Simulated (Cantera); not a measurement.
Charge: 1 mol SiCl₄, 1.8 mol HCl, 6.4 mol H₂, equilibrated at 927 °C and 0.630 bar.

Cantera equilibrium calculation (NASA polynomials, part measured and part estimated; ideal gas, pure solids and liquids). The tables' values for SiCl₃ are old estimates; treat these amounts as uncertain. Kinetics and transport are ignored.

| species | before | after |
|---|---|---|
| H₂ | 0.684 | 0.695 |
| HCl | 0.207 | 0.196 |
| SiCl₄ | 0.0974 | 0.108 |
| SiCl₂ | 0.000348 | 1.94e-9 |
| SiCl₃ | 0.00196 | 1.72e-6 |
| SiH₂Cl₂ | 0.000103 | 3.28e-7 |
| SiHCl₃ | 0.00876 | 0.000635 |
Gas species are given as mole fractions.

Question: Which change was made?
A) pressure from 0.630 bar to 0.100 bar
B) temperature from 927 °C to 577 °C
C) HCl from 1.8 to 0.75 mol
D) SiCl₄ replaced by Si

Answer: B, temperature from 927 °C to 577 °C
